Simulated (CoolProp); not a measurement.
R245ca along the isobar 10 MPa: Z from the reference equation and from simpler models built on Tc = 174.4 °C, pc = 3.941 MPa, ω = 0.355; each cubic takes its own stable root.

Computed with CoolProp (reference Helmholtz-energy equation of state, Zhou 2016).

```tsv
T (°C)	phase	reference
-9.35	liquid	0.4109
8.35	liquid	0.3955
26.05	liquid	0.3827
43.75	liquid	0.3721
61.55	liquid	0.3637
79.25	liquid	0.3573
96.95	liquid	0.3530
114.65	liquid	0.3510
132.35	liquid	0.3514
150.15	liquid	0.3550
167.85	liquid	0.3627
```

Task: How far does each simpler model (van der Waals, Redlich-Kwong, Peng-Robinson) lie from the reference over these 11 states: mean and median of the absolute difference, and the worst?

Result: 
- van der Waals: mean 53.8 %, median 54.9 %, worst +61.4 % at -9.35 °C and 10 MPa
- Redlich-Kwong: mean 12.3 %, median 12.1 %, worst +13.4 % at 150.15 °C and 10 MPa
- Peng-Robinson: mean 3.6 %, median 4.2 %, worst -4.8 % at 43.75 °C and 10 MPa
